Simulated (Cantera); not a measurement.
Input: 1 mol AlBr3, 11 mol N2O, 36 mol H2, 6.1 mol H2O, equilibrated at 1798 K and 10.0 Torr.

Method: chemical equilibrium by Gibbs-energy minimisation in Cantera with the NASA 1993 tables (ideal gas, pure condensed phases). Candidate condensed phases: Al, AlBr3, AlN, Al2O3, Br2, H2O; 41 gas species. Kinetics and transport are ignored.

Base state: H2 0.459, H2O 0.284, N2 0.200, HBr 0.0465, Br 0.00819, H 0.00206, OH 8.41e-5 (mole fractions); condensed: Al2O3(s).

Task: What changes in the equilibrium state with this change: temperature from 1798 K to 1300 K?

Result: 
```json
[
 {"species": "H2", "before": "0.459", "after": "0.458"},
 {"species": "H2O", "before": "0.284", "after": "0.286"},
 {"species": "N2", "before": "0.200", "after": "0.201"},
 {"species": "HBr", "before": "0.0465", "after": "0.0548"},
 {"species": "Br", "before": "0.00819", "after": "0.000186"},
 {"species": "H", "before": "0.00206", "after": "6.48e-6"},
 {"species": "OH", "before": "8.41e-5", "after": "5.28e-8"},
 {"species": "Al2O3(s), mol", "before": "0.500", "after": "0.500"}
]
```

Task: What changes in the equilibrium state with this change: temperature from 1798 K to 1950 K?

Result: 
```csv
species,before,after
H2,0.459,0.457
H2O,0.284,0.282
N2,0.200,0.199
HBr,0.0465,0.0389
Br,0.00819,0.0154
H,0.00206,0.00671
OH,8.41e-5,0.000376
"Al2O3(s), mol",0.500,0.500
```
